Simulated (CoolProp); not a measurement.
Vapour-liquid equilibrium of o-xylene (1) + n-decane (2) at 0.229 bar; x and y are mole fractions of (1).

Computed with CoolProp (multi-fluid Helmholtz-energy mixture model, Zhou 2012 and Lemmon 2006; pair parameters Bell 2016).

| x | bubble temperature (°C) | y at the bubble point | dew temperature at overall composition x (°C) | liquid density (mol/L) |
|---|---|---|---|---|
| 0.05 | 121.6 | 0.113 | 122.8 | 4.663 |
| 0.125 | 118.7 | 0.261 | 121.4 | 4.832 |
| 0.2 | 116.0 | 0.386 | 119.9 | 5.009 |
| 0.275 | 113.4 | 0.492 | 118.4 | 5.196 |
| 0.35 | 111.0 | 0.582 | 116.8 | 5.392 |
| 0.425 | 108.8 | 0.659 | 115.1 | 5.598 |
| 0.5 | 106.8 | 0.725 | 113.2 | 5.817 |
| 0.575 | 104.8 | 0.782 | 111.2 | 6.048 |
| 0.65 | 103.0 | 0.832 | 109.1 | 6.293 |
| 0.725 | 101.3 | 0.876 | 106.8 | 6.554 |
| 0.8 | 99.7 | 0.915 | 104.2 | 6.832 |
| 0.875 | 98.2 | 0.950 | 101.4 | 7.130 |
| 0.95 | 96.8 | 0.981 | 98.2 | 7.448 |

No azeotrope shows between x = 0.05 and 0.95.

The pair parameters rest on a limited set of measurements; away from them the model extrapolates.
